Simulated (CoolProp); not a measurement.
Values from CoolProp's reference Helmholtz-energy equation of state, Lemmon 2006. It is a short technical equation, of lower accuracy than the large ones.

**Question.** For R142b, give the phase and the Joule-Thomson coefficient (K/MPa), isothermal compressibility (1/MPa), expansivity (1/kK) at -56.05 °C and 0.101 MPa; 17.05 °C and 0.101 MPa.

**Answer.** 
- -56.05 °C and 0.101 MPa: liquid; Joule-Thomson coefficient -0.435, isothermal compressibility 0.00114, expansivity 1.62
- 17.05 °C and 0.101 MPa: gas; Joule-Thomson coefficient 29.9, isothermal compressibility 10.2, expansivity 3.82
